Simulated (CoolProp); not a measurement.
The fluid at 503.64 K and 3.9 MPa flows at 0.41 m/s in a round tube of 12.7 mm bore and 45 µm roughness, fully developed (64/Re and Nu = 3.66 if laminar; Colebrook and Gnielinski if turbulent). The same conditions are run with several fluids, on thermodynamics alone (safety and materials aside).

Values from CoolProp's reference Helmholtz-energy equation of state of each fluid (ethanol: Schroeder 2014; methanol: de Reuck 1993; oxygen: Schmidt 1985; methane: Setzmann 1991; propylene: Lemmon 2013).

Task: Rank ethanol, methanol, oxygen, methane, propylene by Reynolds number, highest first.

Result: ethanol (19200), propylene (14200), methanol (12300), oxygen (4930), methane (4440)

| fluid | Darcy friction factor | pressure drop (Pa/m) | heat-transfer coefficient (W/(m² K)) | mass flow (kg/h) |
|---|---|---|---|---|
| ethanol | 0.0325 | 12.7 | 321 | 11.0 |
| methanol | 0.0346 | 8.72 | 205 | 7.12 |
| oxygen | 0.0413 | 8.08 | 59.6 | 5.53 |
| methane | 0.0423 | 4.18 | 89.9 | 2.79 |
| propylene | 0.0339 | 9.75 | 195 | 8.13 |

Above 300 K oxygen's equation is extrapolated.

Transport values come from each fluid's own correlations; those of propylene are estimates that may be off by 10 % or more.
